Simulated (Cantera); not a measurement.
Transport properties of process gases

Gas mixture: CO2 : NO : N2 = 0.086 : 0.75 : 0.98 (molar parts), at 0.0138 atm, frozen composition.

Cantera's kinetic-theory transport with the Lennard-Jones parameters of GRI-Mech 3.0, ideal gas; thermal conductivity in the mixture-averaged form. The composition is frozen, though it would react at the higher temperatures.

```csv
T (K),ρ (kg/m³),cp (J/kg/K),μ (µPa s),λ (mW/m/K),Pr,D (cm²/s) CH4,D (cm²/s) H2O,D (cm²/s) CH3
400,0.0125,1019,22.5,32.2,0.712,26.5,28.0,26.7
550,0.00906,1048,28.2,41.8,0.707,46.1,50.9,46.3
700,0.00712,1086,33.2,51.1,0.706,69.5,78.8,69.9
850,0.00586,1125,37.8,60.0,0.709,96.5,111,97.0
1000,0.00498,1159,42.1,68.6,0.711,127,148,127
1150,0.00433,1183,46.1,76.9,0.710,160,189,161
1300,0.00383,1204,50.0,84.8,0.709,196,233,197
1450,0.00344,1221,53.7,92.4,0.709,236,280,237
```
D: mixture-averaged diffusion coefficient of that species in the mixture.
